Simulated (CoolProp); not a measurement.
n-butane along the isobar 52.7 bar: density (kg/m³) from the reference equation and from simpler models built on Tc = 425.1 K, pc = 37.96 bar, ω = 0.201; each cubic takes its own stable root.

Computed with CoolProp (reference Helmholtz-energy equation of state, Bücker 2006).

```
T (K)          phase  reference
-----  -------------  ---------
157.2         liquid      716.7
189.2         liquid      687.4
221.2         liquid      657.7
253.2         liquid      627.1
285.1         liquid      594.9
317.1         liquid      559.9
349.1         liquid      520.6
381           liquid      473.9
413           liquid      410.1
445    supercritical      255.0
477    supercritical      129.6
```

How far does each simpler model (Soave-Redlich-Kwong, Peng-Robinson) lie from the reference over these 11 states: mean and median of the absolute difference, and the worst?


- Soave-Redlich-Kwong: mean 8.3 %, median 7.4 %, worst -13.9 % at 445 K and 52.7 bar
- Peng-Robinson: mean 4.2 %, median 4.0 %, worst -7.5 % at 445 K and 52.7 bar
